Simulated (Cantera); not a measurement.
What does this Cantera script print?

```python
import numpy as np
import cantera as ct

gas_names = """
    H HNO HNO2 HNO3 HO2 H2 H2O H2O2 N NH NH2 NH3 NH2OH NO NO2 NO3 N2 N2H2 N2H4 N2O O OH O2 O3 Si SiH
    SiH2 SiH3 SiH4 SiN SiO SiO2 Si2 Si2N Si3
""".split()
cond_names = """
    H2O(s) H2O(L) Si(cr) Si(L) SiO2(Lqz) SiO2(hqz) SiO2(L) Si2N2O(s) Si3N4(a)
""".split()


# ... load() reads the species with a 1 bar reference pressure and builds the phases ...
atoms = {
    'Si3N4': {'Si': 3, 'N': 4},
    'H2O': {'H': 2, 'O': 1},
    'H2': {'H': 2},
}
top_T = {'Si2N2O(s)': 2100, 'Si3N4(a)': 2400}  # K; cautious upper limits of use, not melting points


# ... equilibrate(T, P, feed) seeds the gas with the atoms and calls Mixture.equilibrate('TP', solver="vcs", rtol=1e-11, max_steps=5000) ...
results = []
feed = {'Si3N4': 1, 'H2O': 0.11, 'H2': 1.9}  # mol
T = 1748  # K
P = 133.322  # Pa
mix = equilibrate(T, P, feed)
results.append((T, P, feed, dict(zip(mix.species_names, mix.species_moles))))
print(gas.report(threshold=1e-06))
for i in range(1, mix.n_phases):
    print(f"{mix.phase(i).name:16s} {mix.phase_moles(i):12.5e} mol")
```

It prints:

```
       temperature   1748 K
          pressure   133.32 Pa
           density   0.0001444 kg/m^3
  mean mol. weight   15.742 kg/kmol
   phase of matter   gas

                          1 kg             1 kmol
                     ---------------   ---------------
          enthalpy        2.8354e+06        4.4634e+07  J
   internal energy        1.9121e+06          3.01e+07  J
           entropy             17707        2.7873e+05  J/K
    Gibbs function       -2.8116e+07       -4.4259e+08  J
 heat capacity c_p            2184.6             34389  J/K
 heat capacity c_v            1656.4             26075  J/K

                      mass frac. Y      mole frac. X     chem. pot. / RT
                     ---------------   ---------------   ---------------
                 H        0.00027877         0.0043535           -13.203
                H2          0.061991           0.48404           -26.406
                N2             0.861           0.48381           -33.842
                Si         0.0019477         0.0010917           -5.0936
               SiH        6.8221e-05        3.6913e-05           -18.296
              SiH2        1.8996e-05        9.9342e-06           -31.499
               SiN        3.8461e-05        1.4384e-05           -22.014
               SiO          0.074523          0.026611           -46.336
               Si2        2.0018e-05        5.6101e-06           -10.187
              Si2N        0.00010936        2.4531e-05           -27.108
               Si3        7.3576e-06        1.3746e-06           -15.281
     [  +24 minor]        4.4248e-08        3.7984e-08

Si(L)             2.88497e+00 mol
SiO2(L)           0.00000e+00 mol
Si2N2O(s)         0.00000e+00 mol
Si3N4(a)          0.00000e+00 mol
```

Method: chemical equilibrium by Gibbs-energy minimisation in Cantera with the NASA 1993 tables (ideal gas, pure condensed phases). The tables' values for SiN are old estimates; treat these amounts as uncertain.
